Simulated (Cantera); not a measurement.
Source: NASA polynomial tables (part measured, part estimated), evaluated in Cantera. Values are per mole of reaction as written; species without (g) are pure solids or liquids, kept so even where they would boil at 1 bar.

FeCl2 + H2(g) = Fe + 2 HCl(g), with ΔH° = 157.2 kJ and ΔS° = 152.4 J/K at 300 K.

Problem. How far is the shortcut ΔG° ≈ ΔH°(300 K) − T·ΔS°(300 K) from the full temperature-dependent value at 1050, 1100, 1150, 1200, 1250, 1300 K?

Solution. 
```
T (K)  shortcut (kJ)  full (kJ)  difference (kJ)  difference in log10 K  condensed phases
-----  -------------  ---------  ---------------  ---------------------  ----------------
1050            -2.8       13.9            -16.6                   0.83   FeCl2(l), Fe(α)
1100           -10.4        9.7            -20.1                   0.96   FeCl2(l), Fe(α)
1150           -18.0        5.6            -23.7                   1.08   FeCl2(l), Fe(α)
1200           -25.6        1.6            -27.3                   1.19   FeCl2(l), Fe(γ)
1250           -33.3       -2.4            -30.9                   1.29   FeCl2(l), Fe(γ)
1300           -40.9       -6.3            -34.6                   1.39   FeCl2(l), Fe(γ)
```
The shortcut ignores heat capacities and the phase changes listed.
